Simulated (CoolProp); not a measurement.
Computed with CoolProp (reference Helmholtz-energy equation of state, Smukala 2000).

Q: For ethylene, give the phase and the cv (kJ/(kg K)), speed of sound (m/s) at 230.1 K and 0.101 MPa; 362.2 K and 0.101 MPa; 400 K and 0.101 MPa.

A: 
- 230.1 K and 0.101 MPa: gas; cv 1.04, speed of sound 294
- 362.2 K and 0.101 MPa: gas; cv 1.46, speed of sound 359
- 400 K and 0.101 MPa: gas; cv 1.59, speed of sound 374
